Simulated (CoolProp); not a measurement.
A Linde-Hampson liquefier for ethane: isothermal reversible compression at 320 K from 1 atm to 25 MPa, throttling to 1 atm, return gas leaving the recuperator 10 K below the feed. Each further row changes one setting.

Computed with CoolProp (reference Helmholtz-energy equation of state, Bücker 2006).

```json
[
 {"case": "as stated", "liquid yield per pass": "0.453", "compression work (kJ/kg of gas)": "378"},
 {"case": "high pressure 50 MPa", "liquid yield per pass": "…", "compression work (kJ/kg of gas)": "…"},
 {"case": "warm-end temperature 350 K", "liquid yield per pass": "…", "compression work (kJ/kg of gas)": "…"},
 {"case": "warm-end gap 15 K", "liquid yield per pass": "…", "compression work (kJ/kg of gas)": "378"}
]
```

What belongs in the gaps?


- high pressure 50 MPa, liquid yield per pass: 0.436
- high pressure 50 MPa, compression work (kJ/kg of gas): 436
- warm-end temperature 350 K, liquid yield per pass: 0.374
- warm-end temperature 350 K, compression work (kJ/kg of gas): 443
- warm-end gap 15 K, liquid yield per pass: 0.446
